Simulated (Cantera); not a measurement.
A perfectly stirred reactor is fed with 6.63 % H2, 93.4 % O2, equivalence ratio 0.035, at 20.0 Torr; it is held at 1198 K, and followed from long to short residence time.

Computed with Cantera and GRI-Mech 3.0 (53 species, 325 reactions). Radical loss at walls, strong at low pressure, is not modelled. The temperature is held fixed by assumption; the heat of reaction is taken as removed at once.

One state of this run: x H2 = 0.000126; x O2 = 0.930; x H2O2 = 1.30e-7; x OH = 0.000764; x O = 0.00110. x: mole fraction; the columns are a selection and need not sum to one.

Q: Which value of τ (s) does it belong to?
A) 0.074
B) 0.0040
C) 5.7
D) 1.3

A: D, 1.3
